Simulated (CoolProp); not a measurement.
The numbers come from the reference Helmholtz-energy equation of state, Thol 2017 in CoolProp.

For octamethyltrisiloxane (MDM), give the phase and the Z, cp (kJ/(kg K)), cv (kJ/(kg K)), Joule-Thomson coefficient (K/MPa) at 132.15 °C and 0.642 MPa; 161.45 °C and 0.642 MPa.


- 132.15 °C and 0.642 MPa: liquid; Z 0.0642, cp 2.05, cv 1.74, Joule-Thomson coefficient -0.225
- 161.45 °C and 0.642 MPa: liquid; Z 0.0631, cp 2.13, cv 1.81, Joule-Thomson coefficient -0.116
